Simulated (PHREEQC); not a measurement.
# Silver or lead bath

Dissolve 140 mmol/kgw Pb(NO3)2, 0.23 mmol/kgw KNO3 and 0.053 mmol/kgw Na2SO4 at 20 °C. Closed to the air; pH follows from the charge balance.

Model: ion-association model, wateq4f.dat, run in PHREEQC.

Precipitation was switched off in this run.

Problem. What pH does the model give?

Solution. pH 4.25.

Problem. In which forms is Pb present?

Solution. Pb+2 54 %, PbNO3+ 46 % of the Pb.

The solution is supersaturated, for example in Anglesite, so a real one may precipitate; this is no full list. Species that the database lacks are ignored.
